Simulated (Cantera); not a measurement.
Cantera run, input and output.

```python
import numpy as np
import cantera as ct

gas = ct.Solution("h2o2.yaml")
gas.TPX = 1223, 1900, {'H2': 0.21, 'O2': 1, 'N2': 0.26}
reactor = ct.IdealGasConstPressureReactor(gas, energy="off", clone=False)
net = ct.ReactorNet([reactor])
net.rtol, net.atol = 1e-08, 1e-18
show = ['H2', 'O2', 'H2O', 'H2O2', 'O', 'H', 'HO2']
times = np.geomspace(4e-06, 70, 9)

steps = ct.SolutionArray(gas, extra=["t"])
rows = []
print(f"{'t/s':>10s}{'T/K':>9s}{'P/Pa':>11s}" + "".join(f"{s:>11s}" for s in show))
for t in times:
    while net.time < t:
        t_next = net.step()
        steps.append(gas.state, t=t_next)
    rows.append([np.interp(t, steps.t, y) for y in (steps.T, steps.P, *steps(*show).X.T)])
    print(f"{t:10.3e}{rows[-1][0]:9.1f}{rows[-1][1]:11.4g}" + "".join(f"{x:11.3e}" for x in rows[-1][2:]))
rate = np.gradient(steps.T, steps.t)
print("integrator steps:", len(steps.t))
if steps.T.max() > steps.T[0] + 200:
    print(f"time of steepest temperature rise: {steps.t[rate.argmax()]:.4e} s")
gas.TPX = 1223, 1900, {'H2': 0.21, 'O2': 1, 'N2': 0.26}
gas.equilibrate("TP")
print(f"equilibrium (TP): T = {gas.T:.1f} K  " + "  ".join(f"{s} {gas[s].X[0]:.3e}" for s in show))
```

Result:

```
       t/s      T/K       P/Pa         H2         O2        H2O       H2O2          O          H        HO2
 4.000e-06   1223.0       1900  1.429e-01  6.803e-01  3.227e-12  3.132e-14  3.810e-11  7.447e-10  7.798e-10
 3.217e-05   1223.0       1900  1.429e-01  6.803e-01  1.163e-09  2.024e-12  1.925e-09  5.504e-09  6.276e-09
 2.587e-04   1223.0       1900  1.429e-01  6.803e-01  7.990e-07  1.315e-10  3.616e-07  4.857e-07  5.260e-08
 2.081e-03   1223.0       1900  5.793e-03  5.980e-01  1.145e-01  2.717e-07  5.527e-02  3.999e-02  7.862e-06
 1.673e-02   1223.0       1900  1.650e-03  6.418e-01  1.457e-01  3.426e-07  1.358e-02  4.988e-03  7.283e-06
 1.346e-01   1223.0       1900  3.253e-05  6.552e-01  1.535e-01  8.635e-08  2.634e-04  1.338e-05  9.128e-07
 1.082e+00   1223.0       1900  1.142e-06  6.556e-01  1.538e-01  1.040e-08  9.532e-06  9.218e-08  5.167e-08
 8.704e+00   1223.0       1900  9.359e-08  6.557e-01  1.538e-01  1.359e-09  7.932e-07  2.213e-09  1.420e-08
 7.000e+01   1223.0       1900  2.840e-08  6.557e-01  1.538e-01  5.064e-10  2.407e-07  3.728e-10  1.859e-08
integrator steps: 2163
equilibrium (TP): T = 1223.0 K  H2 2.819e-08  O2 6.557e-01  H2O 1.538e-01  H2O2 5.035e-10  O 2.389e-07  H 3.687e-10  HO2 1.864e-08
```

Model: the H2/O2 subset of GRI-Mech 3.0, which has no nitrogen chemistry, integrated in Cantera. Radical loss at walls, strong at low pressure, is not modelled. The temperature is held fixed by assumption; the heat of reaction is taken as removed at once.
